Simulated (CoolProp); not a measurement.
Vapour-liquid equilibrium of CHF3 (R23) (1) + R125 (2) at 204.4 K; x and y are mole fractions of (1).

Values from CoolProp's multi-fluid Helmholtz-energy mixture model, Penoncello 2003 and Lemmon 2005; pair parameters Bell 2016.

```tsv
x	bubble pressure (MPa)	y at the bubble point	dew pressure at overall composition x (MPa)	liquid density (mol/L)
0.05	___	0.238	0.03394	13.45
0.2	0.06663	0.603	0.03915	14.22
0.35	0.09324	___	0.04625	___
0.5	0.1197	0.857	___	15.98
0.65	0.1456	0.915	0.07265	17.00
0.8	0.1713	0.957	0.1016	18.15
0.95	0.1973	0.990	___	19.44
```

Problem. Fill in the missing entries.

Solution. 
- 0.05, bubble pressure (MPa): 0.04074
- 0.35, y at the bubble point: 0.766
- 0.35, liquid density (mol/L): 15.05
- 0.5, dew pressure at overall composition x (MPa): 0.05651
- 0.95, dew pressure at overall composition x (MPa): 0.1664

No azeotrope shows between x = 0.05 and 0.95.

The pair parameters rest on a limited set of measurements; away from them the model extrapolates.
